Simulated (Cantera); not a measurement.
An adiabatic, constant-pressure homogeneous reactor starts with 1.19 % C3H8, 13.2 % O2, 82.1 % N2, 3.46 % CO2, equivalence ratio 0.45, at 1373 K and 1700000 Pa.

Computed with Cantera and GRI-Mech 3.0 (53 species, 325 reactions). GRI-Mech 3.0 was tuned for natural gas; its chemistry of propane as a main component is partial and can be far from experiment. The pressure lies above the range GRI-Mech 3.0 was tuned for (to about 10 atm).

x: mole fraction; the columns are a selection and need not sum to one.

```tsv
t (s)	T (K)	x C3H8	x O2	x CO2	x CO	x NO	x HCN	x CH4
1.00e-5	1373	0.0117	0.132	0.0346	2.63e-6	<1e-12	<1e-12	[?]
2.26e-5	1373	0.0112	0.132	0.0345	2.62e-5	<1e-12	<1e-12	[?]
5.09e-5	1377	0.00975	0.131	0.0345	0.000236	2.03e-12	<1e-12	[?]
0.000115	1953	<1e-12	0.0742	0.0627	0.00651	3.66e-6	9.08e-11	<1e-12
0.000259	2010	<1e-12	0.0717	0.0693	0.000134	7.71e-6	1.15e-12	<1e-12
0.000585	2011	<1e-12	0.0717	0.0694	9.13e-5	9.92e-6	<1e-12	<1e-12
0.00132	2011	<1e-12	0.0717	0.0694	9.13e-5	1.48e-5	<1e-12	<1e-12
0.00298	2011	<1e-12	0.0717	0.0694	9.13e-5	2.59e-5	<1e-12	<1e-12
0.00672	2011	<1e-12	0.0717	0.0694	9.12e-5	5.09e-5	<1e-12	<1e-12
0.0152	2010	<1e-12	0.0717	0.0694	9.12e-5	0.000107	<1e-12	<1e-12
0.0342	2010	<1e-12	0.0716	0.0694	9.10e-5	0.000232	<1e-12	<1e-12
0.0772	2010	<1e-12	0.0715	0.0694	9.06e-5	0.000505	<1e-12	<1e-12
0.174	2008	<1e-12	0.0712	0.0694	8.98e-5	0.00108	<1e-12	<1e-12
0.393	2006	<1e-12	0.0706	0.0694	8.83e-5	0.00214	<1e-12	<1e-12
0.886	2002	<1e-12	0.0699	0.0694	8.64e-5	0.00353	<1e-12	<1e-12
2.00	2000	<1e-12	0.0695	0.0694	8.52e-5	0.00437	<1e-12	<1e-12
```

Task: Some entries are withheld; supply them.

Result: 
- 1.00e-5, x CH4: 1.70e-5
- 2.26e-5, x CH4: 6.91e-5
- 5.09e-5, x CH4: 0.000246
